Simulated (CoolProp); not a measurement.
The fluid at 414.52 K and 0.109 MPa flows at 0.14 m/s in a round tube of 1 mm bore and 0.25 µm roughness, fully developed (64/Re and Nu = 3.66 if laminar; Colebrook and Gnielinski if turbulent). The same conditions are run with several fluids, on thermodynamics alone (safety and materials aside).

Computed with CoolProp (reference Helmholtz-energy equation of state of each fluid (C2F6 (R116): Lemmon 2006; R124: de Vries 1995; isobutane: Bücker 2006; R410A: Lemmon 2003; R507A: Lemmon 2003)). Blends and air are pseudo-pure fits.

Q: Rank C2F6 (R116), R124, isobutane, R410A, R507A by Reynolds number, highest first.

A: R124 (34.1), C2F6 (R116) (32.0), R507A (26.2), isobutane (25.3), R410A (18.0)

| fluid | Darcy friction factor | pressure drop (Pa/m) | heat-transfer coefficient (W/(m² K)) | mass flow (kg/h) |
|---|---|---|---|---|
| C2F6 (R116) | 2.00 | 85.9 | 87.5 | 0.00173 |
| R124 | 1.88 | 80.1 | 84.7 | 0.00172 |
| isobutane | 2.53 | 46.0 | 113 | 0.000735 |
| R410A | 3.55 | 80.3 | 80.3 | 0.000913 |
| R507A | 2.44 | 75.3 | 80.7 | 0.00124 |

Transport values come from each fluid's own correlations; those of C2F6 (R116), R124 are estimates that may be off by 10 % or more.
